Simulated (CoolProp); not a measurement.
Properties of fluorine along the isotherm 194.7 K.

Model: reference Helmholtz-energy equation of state, de Reuck 1990, in CoolProp.

```tsv
p (MPa)	phase	density (kg/m³)	isothermal compressibility (1/MPa)
0.524	gas	12.46	1.933
1.05	gas	25.29	0.9779
1.57	gas	38.33	0.6632
2.1	gas	52.00	0.5031
2.62	gas	65.79	0.4090
3.14	gas	79.99	0.3461
3.67	gas	94.87	0.3004
4.19	gas	109.9	0.2667
4.72	gas	125.7	0.2401
5.24	supercritical	141.6	0.2191
5.76	supercritical	157.9	0.2020
6.29	supercritical	175.1	0.1874
6.81	supercritical	192.4	0.1753
7.34	supercritical	210.5	0.1647
7.86	supercritical	228.8	0.1557
```
